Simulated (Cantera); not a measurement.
Input: 1 mol Si2H6, 0.19 mol HCl, 600 mol H2, equilibrated at 1475 K and 13.3 mbar.

These are equilibrium values from Cantera (NASA tables, ideal gas, pure condensed phases), not measurements of a reactor. Candidate condensed phases: Si; 19 gas species. The feed counts by its element totals alone. Equilibrium is a limit: real reactors are often held back by kinetics, nucleation or transport.

Task: What is the equilibrium state?

Result: 
* **x(H2)**: 1.000
* **x(HCl)**: 0.000314
* **x(H)**: 0.000112
* **x(SiH2)**: 1.08e-6
* **n(Si(s))**: 2.00 mol
* **gas amount**: 603.2 mol
